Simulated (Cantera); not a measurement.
Predominance diagram of Cu at 1750 K against the partial pressures of O2 and H2O (log10, bar). Cantera with NASA thermochemical tables; ideal gases at 1 bar, condensed phases pure. Candidates: Cu(l), Cu2O(l). Only these pure phases compete in this equilibrium. 

```
log p(H2O) \ log p(O2)
        columns: -20, -19, -18.1, -17.1, -16.2, -15.2, -14.3, -13.3, -12.4, -11.4, -10.5, -9.5, -8.6, -7.6, -6.7, -5.7, -4.8, -3.8, -2.9, -1.9, -1, 0
      1  A A A A A A A A A A A A B B B B B B B C C C
   -0.2  A A A A A A A A A A B B B B B B B B B C C C
   -1.4  A A A A A A A B B B B B B B B B B B B C C C
   -2.5  A A A A A B B B B B B B B B B B B B B C C C
   -3.7  A A B B B B B B B B B B B B B B B B B C C C
   -4.9  B B B B B B B B B B B B B B B B B B B C C C
   -6.1  B B B B B B B B B B B B B B B B B B B C C C
   -7.3  B B B B B B B B B B B B B B B B B B B C C C
   -8.5  B B B B B B B B B B B B B B B B B B B C C C
   -9.6  B B B B B B B B B B B B B B B B B B B C C C
  -10.8  B B B B B B B B B B B B B B B B B B B C C C
    -12  B B B B B B B B B B B B B B B B B B B C C C
```

A: out of reach (another gas would pass 10 bar, or a non-metal would condense); B: Cu(l); C: Cu2O(l).
